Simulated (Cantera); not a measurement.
**CH3SiH3 + C2H2 + H2 (silicon carbide growth)**

Feed: 1 mol CH3SiH3, 0.55 mol C2H2, a varied amount of H2, at 2598.15 K and 0.100 bar.

Cantera equilibrium calculation (NASA polynomials, part measured and part estimated; ideal gas, pure solids and liquids). Candidate condensed phases: C, C6H6, C7H8, C8H18, Si, SiC; 87 gas species. The feed counts by its element totals alone. Gases not in the tables: Si2H6 and higher silanes. Kinetics and transport are ignored.

```
n(H2) (mol)   x H2    x H     x Si  x C2H2 (acetylene)    x SiC2    x Si2C  n C(graphite)  n SiC(s)
-----------  -----  -----  -------  ------------------  --------  --------  -------------  --------
3.9          0.830  0.110   0.0288              0.0134   0.00978   0.00524           1.10     0.571
8.9          0.830  0.110   0.0288              0.0134   0.00978   0.00524           1.09     0.282
20           0.840  0.110   0.0225              0.0135   0.00765   0.00320          0.900         0
46           0.857  0.111   0.0119              0.0138   0.00403  0.000890          0.102         0
110          0.872  0.112  0.00625             0.00729   0.00110  0.000178              0         0
240          0.879  0.113  0.00324             0.00367  0.000285   3.38e-5              0         0
550          0.883  0.113  0.00151             0.00169   6.09e-5   4.95e-6              0         0
```
x: gas mole fraction; n: condensed amount in mol.

From 3.9 mol H2 to 8.9 mol H2 the condensed part is C(graphite) + SiC(s). From 20 mol H2 to 46 mol H2 the condensed part is C(graphite). From 110 mol H2 to 550 mol H2 nothing is condensed. The main Si-bearing gas is Si throughout.
